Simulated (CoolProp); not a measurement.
Ethylene along the isotherm 302.4 K: density (kg/m³) from the reference equation and from simpler models built on Tc = 282.4 K, pc = 5.042 MPa, ω = 0.087; each cubic takes its own stable root.

Computed with CoolProp (reference Helmholtz-energy equation of state, Smukala 2000).

```tsv
p (MPa)	phase	reference
1.68	gas	20.75
3.36	gas	47.37
5.04	gas	86.24
6.72	supercritical	163.6
8.4	supercritical	271.7
10.1	supercritical	315.0
11.8	supercritical	338.7
13.4	supercritical	354.5
15.1	supercritical	367.5
16.8	supercritical	378.1
18.5	supercritical	387.2
20.2	supercritical	395.1
21.8	supercritical	401.8
23.5	supercritical	408.2
25.2	supercritical	414.0
```

### Question
How far does each simpler model (ideal gas, Soave-Redlich-Kwong, Peng-Robinson) lie from the reference over these 15 states: mean and median of the absolute difference, and the worst?

### Answer
- ideal gas: mean 44.6 %, median 46.7 %, worst -65.5 % at 302.4 K and 8.4 MPa
- Soave-Redlich-Kwong: mean 6.3 %, median 6.2 %, worst -12.8 % at 302.4 K and 8.4 MPa
- Peng-Robinson: mean 3.0 %, median 3.1 %, worst -5.7 % at 302.4 K and 8.4 MPa
